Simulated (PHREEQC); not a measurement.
KOH is added in steps, without added water, to 1 kg of water holding 0.23 mol/kgw NaCl and 0.00093 mol/kgw ZnCl2, at 25 °C. Oxygen is held at 0.21 atm. CO2 from the air is kept out. The run lets Zincite(c), Zn5(OH)8Cl2, Halite precipitate or redissolve, and no other solid.

Base run: PHREEQC, ion-association model, wateq4f.dat. Each further column changes one thing. The table gives pH.

```csv
KOH added (mol),base,ZnCl2 from 0.00093 to 0.0093 mol/kgw,NaCl left out,no solid may form
0,5.95,5.46,6.03,5.95
0.00067,7.44,6.67,7.23,8.57
0.00134,7.80,6.68,7.41,9.05
0.00201,10.02,6.70,10.15,10.04
0.00268,10.76,6.71,10.89,10.67
0.00335,11.02,6.73,11.14,10.93
0.00402,11.18,6.74,11.30,11.10
0.00469,11.30,6.76,11.42,11.22
0.00536,11.39,6.78,11.51,11.32
0.00603,11.46,6.80,11.58,11.40
0.0067,11.53,6.82,11.65,11.47
```

 In at least one series the solution becomes supersaturated in solids that the run did not let form, among them Zincite(c), Zn5(OH)8Cl2. Solids allowed in the column 'NaCl left out': Zincite(c), Zn5(OH)8Cl2.
